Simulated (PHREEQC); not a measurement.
Acid mine or pickling water: an equilibrium model

A made-up water analysis in mg/kgw, 25 °C, pH 1.85, pe 11.8:

```csv
constituent,mg/kgw
Na,203
K,104
Ca,242
Mg,83.1
Cl,378
S(6) as SO4,4980
N(5) as NO3,42.9
Cu(2),1.76
Li,0.552
```

Na is adjusted to close the charge balance.
Valence states are taken as typed.

Model: ion-association model, wateq4f.dat, run in PHREEQC.

Precipitation was switched off in this run.

Question: What ionic strength does the model give?

Answer: ionic strength 0.119 mol/kgw.

Question: In which forms is Cu present?

Answer: Cu+2 57 %, CuSO4 42 %, CuCl+ 0.6 % of the Cu.

Complexes and solids missing from the database can't appear.
